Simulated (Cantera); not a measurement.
An adiabatic, constant-pressure homogeneous reactor starts with 29.1 % H2, 14.8 % O2, 55.8 % N2, 0.230 % NO, at 1775 K and 85000 Pa.

Detailed kinetics in Cantera: GRI-Mech 3.0 (53 species, 325 reactions).

**Question.** Predict: time of steepest temperature rise; temperature at 8.00 s; equilibrium temperature; x(H2) at 8.00 s; x(O2) at 8.00 s; x(NO) at 8.00 s; x(O) at 8.00 s; x(N2) at 8.00 s; x(H) at 8.00 s.

**Answer.** time of steepest temperature rise: 7.09 µs
temperature at 8.00 s: 2904 K
equilibrium temperature: 2904 K
x(H2) at 8.00 s: 0.0570 (gas-phase equilibrium 0.0570)
x(O2) at 8.00 s: 0.0194 (gas-phase equilibrium 0.0194)
x(NO) at 8.00 s: 0.0113 (gas-phase equilibrium 0.0113)
x(O) at 8.00 s: 0.0123 (gas-phase equilibrium 0.0123)
x(N2) at 8.00 s: 0.606 (gas-phase equilibrium 0.606)
x(H) at 8.00 s: 0.0304 (gas-phase equilibrium 0.0304)
